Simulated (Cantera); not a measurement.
Mixture: CO : H2 : O2 : N2 = 1 : 0.032 : 0.369 : 1.39 (molar parts), at 5.00 bar, adiabatic and at constant volume. Ignition delay is the time to a rise of 400 K.

Detailed kinetics in Cantera: GRI-Mech 3.0 (53 species, 325 reactions). The hydrogen kinetics of GRI-Mech 3.0 are dated; newer H2 mechanisms differ, most at raised pressure. Below about 950 K walls govern HO2 and H2O2 in real vessels.

### Question
What does this change do: O2 0.369 to 0.26 parts?

### Answer
```tsv
quantity	before	after
delay at 875 K	0.117 s	0.116 s
delay at 975 K	5.99 ms	6.09 ms
delay at 1075 K	0.493 ms	0.508 ms
delay at 1175 K	74.6 µs	80.1 µs
delay at 1275 K	29.5 µs	32.5 µs
delay at 1375 K	17.7 µs	19.7 µs
apparent activation energy between 1175 and 1375 K	96 kJ/mol	94 kJ/mol
```
